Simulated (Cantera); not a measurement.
Input: 1 mol n-butane, 0.041 mol O₂, 0.41 mol N₂, held at 0.140 bar.

These are equilibrium values from Cantera (NASA tables, ideal gas, pure condensed phases), not measurements of a reactor. Candidate condensed phases: C, C₆H₆, C₇H₈, C₈H₁₈, H₂O; 136 gas species. Kinetics and transport are ignored.

x: gas mole fraction; n: condensed amount in mol.

| T (K) | x H₂ | x CH₄ | x N₂ | x H₂O | x CO | x H | x HCN | n C(graphite) |
|---|---|---|---|---|---|---|---|---|
| 748 | 0.677 | 0.213 | 0.0917 | 0.0161 | 0.00176 | <1e-12 | 5.77e-9 | 3.04 |
| 848 | 0.841 | 0.0634 | 0.0799 | 0.00723 | 0.00832 | 4.66e-11 | 7.58e-8 | 3.63 |
| 948 | 0.890 | 0.0190 | 0.0762 | 0.00163 | 0.0135 | 1.32e-9 | 5.61e-7 | 3.82 |
| 1048 | 0.903 | 0.00667 | 0.0752 | 0.000347 | 0.0147 | 1.96e-8 | 2.81e-6 | 3.88 |
| 1148 | 0.907 | [?] | 0.0749 | [?] | 0.0149 | [?] | [?] | 3.90 |
| 1248 | 0.909 | 0.00129 | 0.0747 | 2.92e-5 | 0.0149 | 1.19e-6 | 3.24e-5 | 3.91 |
| 1348 | 0.910 | 0.000676 | 0.0747 | 1.11e-5 | 0.0149 | 5.90e-6 | 8.34e-5 | 3.91 |
| 1448 | 0.910 | 0.000387 | 0.0746 | 4.82e-6 | 0.0149 | 2.35e-5 | 0.000188 | 3.91 |
| 1548 | 0.910 | 0.000238 | 0.0745 | 2.34e-6 | 0.0149 | 7.85e-5 | 0.000382 | 3.91 |
| 1648 | 0.910 | 0.000155 | 0.0743 | 1.24e-6 | 0.0149 | 0.000227 | 0.000710 | 3.91 |
| 1748 | 0.909 | 0.000106 | 0.0740 | 7.07e-7 | 0.0149 | 0.000582 | 0.00123 | 3.91 |
| 1848 | 0.908 | 7.60e-5 | 0.0736 | 4.29e-7 | 0.0149 | 0.00135 | 0.00199 | 3.90 |
| 1948 | 0.906 | [?] | 0.0729 | [?] | 0.0149 | [?] | [?] | 3.89 |
| 2048 | 0.902 | 4.27e-5 | 0.0720 | 1.83e-7 | 0.0149 | 0.00568 | 0.00452 | 3.88 |

Task: Some entries are withheld; supply them.

Result: 
- 1948, x CH₄: 5.62e-5
- 1948, x H₂O: 2.74e-7
- 1948, x H: 0.00287
- 1948, x HCN: 0.00307
- 1148, x CH₄: 0.00274
- 1148, x H₂O: 9.09e-5
- 1148, x H: 1.82e-7
- 1148, x HCN: 1.06e-5
